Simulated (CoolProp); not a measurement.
Values from CoolProp's reference Helmholtz-energy equation of state, Thol 2015.

Task: For octamethylcyclotetrasiloxane (D4), give the phase and the cp (kJ/(kg K)), cv (kJ/(kg K)) at 585.2 K and 11.4 kPa; 369.2 K and 39 kPa; 314.8 K and 169 kPa.

Result: 
- 585.2 K and 11.4 kPa: gas; cp 1.98, cv 1.95
- 369.2 K and 39 kPa: liquid; cp 1.81, cv 1.52
- 314.8 K and 169 kPa: liquid; cp 1.70, cv 1.41
